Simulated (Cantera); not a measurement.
A perfectly stirred reactor is fed with 11.1 % NH3, 88.9 % N2, at 33.0 Torr; it is held at 1875 K, and followed from long to short residence time.

Cantera simulation using the gas-phase N/H chemistry of the illustrative SiF4/NH3 mechanism in the Surface Chemkin manual (1991); the numbers are that mechanism's predictions, not measurements. Walls and surfaces, which speed up NH3 decomposition in real reactors, are not modelled.

x: mole fraction; the columns are a selection and need not sum to one.

| τ (s) | x NH3 | x N2 | x H | x N | x N2H4 | x N2H2 |
|---|---|---|---|---|---|---|
| 7.7 | 0.0227 | 0.858 | 0.000138 | 5.74e-7 | 3.21e-10 | 9.74e-8 |
| 2.8 | ? | 0.865 | ? | 6.06e-7 | 8.39e-10 | ? |
| 1.0 | 0.0678 | 0.874 | 5.36e-5 | 5.70e-7 | 1.79e-9 | 4.11e-7 |
| 0.36 | 0.0891 | 0.882 | 2.74e-5 | 4.23e-7 | 3.08e-9 | 6.04e-7 |
| 0.13 | 0.102 | 0.886 | 1.25e-5 | 2.10e-7 | 4.53e-9 | 7.17e-7 |
| 0.047 | 0.108 | 0.888 | ? | ? | ? | 6.69e-7 |
| 0.017 | 0.110 | 0.889 | 1.37e-6 | 1.36e-8 | 3.95e-9 | 4.15e-7 |
| 0.0060 | 0.111 | 0.889 | 3.07e-7 | 2.15e-9 | 1.11e-9 | 1.04e-7 |

Task: Complete the blanks.

Result: 
- 2.8, x NH3: 0.0427
- 2.8, x H: 9.22e-5
- 2.8, x N2H2: 2.20e-7
- 0.047, x H: 4.79e-6
- 0.047, x N: 6.48e-8
- 0.047, x N2H4: 5.36e-9
